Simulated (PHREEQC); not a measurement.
Consider water at 25 °C with 0.21 mol HF, 0.0054 mol KF and 0.0001 mol H2SiF6 per kg of water. Closed to the air; pH follows from the charge balance.

The numbers come from PHREEQC with the ion-association model, phreeqc.dat.

Each row changes one thing in this solution. This is a speciation only: nothing precipitates in the calculation.

| case | pH | ionic strength (mol/kgw) | F- (mol/kgw) | HF2- (mol/kgw) | SI of Quartz (SiO2) |
|---|---|---|---|---|---|
| as made | 1.89 | 0.0198 | 0.0114 | 0.00818 | -10.82 |
| temperature from 25 to 85 °C | 2.18 | 0.0129 | 0.00689 | 0.00573 | -7.13 |
| temperature from 25 to 20 °C | 1.88 | 0.0204 | 0.0119 | 0.00820 | -11.14 |
| KF from 0.0054 to 0.0108 mol/kgw | 1.96 | 0.0233 | 0.0134 | 0.00966 | -10.98 |
| HF from 0.21 to 0.231 mol/kgw | 1.86 | 0.0211 | 0.0116 | 0.00918 | -11.01 |
| temperature from 25 to 60 °C | 2.04 | 0.0157 | 0.00833 | 0.00707 | -8.64 |
| temperature from 25 to 50 °C | 1.99 | 0.0169 | 0.00906 | 0.00752 | -9.25 |
| temperature from 25 to 45 °C | 1.97 | 0.0175 | 0.00946 | 0.00771 | -9.56 |

Constants without temperature data keep their 25 °C values here. SiF6-2 is the database's only silicon fluoride.
